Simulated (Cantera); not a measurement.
Cantera run:

```python
import numpy as np
import cantera as ct

gas_names = """
    B BN BO BO2 B2 B2O B2O2 B2O3 N NO NO2 NO3 N2 N2O O O2 O3
""".split()
cond_names = """
    B(b) B(L) BN(s) B2O3(L)
""".split()


def load(file, names, dense=False):
    # The tables refer to 1 bar. Condensed volumes are neglected.
    table = {s.name: s for s in ct.Species.list_from_file(file)}
    out = []
    for n in names:
        d = dict(table[n].input_data)
        d["thermo"] = dict(d["thermo"], **{"reference-pressure": 1e5})
        if dense:
            d["equation-of-state"] = {"model": "constant-volume", "density": "1e6 g/cm^3"}
        out.append(ct.Species.from_dict(d))
    return out


gas = ct.Solution(thermo="ideal-gas", species=load("nasa_gas.yaml", gas_names))
cond = {s.name: ct.Solution(thermo="fixed-stoichiometry", species=[s], name=s.name)
        for s in load("nasa_condensed.yaml", cond_names, dense=True)}
atoms = {
    'B2O3': {'B': 2, 'O': 3},
    'O2': {'O': 2},
    'N2': {'N': 2},
}
top_T = {'BN(s)': 3200}  # K; cautious upper limits of use, not melting points


def equilibrate(T, P, feed):
    n = {}
    for name, mol in feed.items():
        for a, k in atoms[name].items():
            n[a] = n.get(a, 0.0) + k * mol
    gas.TPX = T, P, n
    mass = sum(n.values()) * gas.mean_molecular_weight
    gas.equilibrate("TP")
    valid = [c for c in cond.values() if c.min_temp <= T <= top_T.get(c.name, c.max_temp)]
    mix = ct.Mixture([(gas, mass / gas.mean_molecular_weight)] + [(c, 0.0) for c in valid])
    mix.T, mix.P = T, P
    mix.equilibrate("TP", solver="vcs", rtol=1e-11, max_steps=5000)
    return mix


results = []
feed = {'B2O3': 1, 'O2': 2, 'N2': 0.36}  # mol
T = 1773.15  # K
for P in [10, 63, 400, 2500, 16000, 100000]:
    mix = equilibrate(T, P, feed)
    results.append((T, P, feed, dict(zip(mix.species_names, mix.species_moles))))

top = {s: max(r[3][s] / sum(r[3][g] for g in gas_names) for r in results) for s in gas_names}
cols = sorted((s for s in top if top[s] > 1e-05), key=lambda s: -top[s])[:6]
seen = [c for c in cond_names if any(r[3].get(c, 0) > 1e-12 for r in results)]
print("log10 of partial pressures in bar; condensed amounts in mol")
print(f"{'P/Pa':>10s}" + "".join(f"{s[:9]:>10s}" for s in cols + seen))
for T, P, feed, n in results:
    ng = sum(n[g] for g in gas_names)
    print(f"{P:10.4g}" + "".join(f"{np.log10(max(n[s] / ng * P / 1e5, 1e-99)):10.3f}" for s in cols)
          + "".join(f"{n.get(c, 0):10.4g}" for c in seen))
```

Result:

```
log10 of partial pressures in bar; condensed amounts in mol
      P/Pa        O2      B2O3        N2       BO2         O        NO   B2O3(L)
        10    -4.247    -4.578    -4.982    -5.251    -6.150    -6.646         0
        63    -3.439    -3.759    -4.180    -4.640    -5.746    -5.841         0
       400    -2.632    -2.945    -3.376    -4.031    -5.343    -5.034         0
      2500    -1.722    -2.630    -2.470    -3.646    -4.888    -4.127    0.7419
   1.6e+04    -0.876    -2.630    -1.624    -3.435    -4.465    -3.281    0.9621
     1e+05    -0.074    -2.630    -0.823    -3.234    -4.064    -2.479    0.9938
```

Equilibrium computed with Cantera from the NASA thermochemical tables; the gas is ideal and each condensed phase is pure.
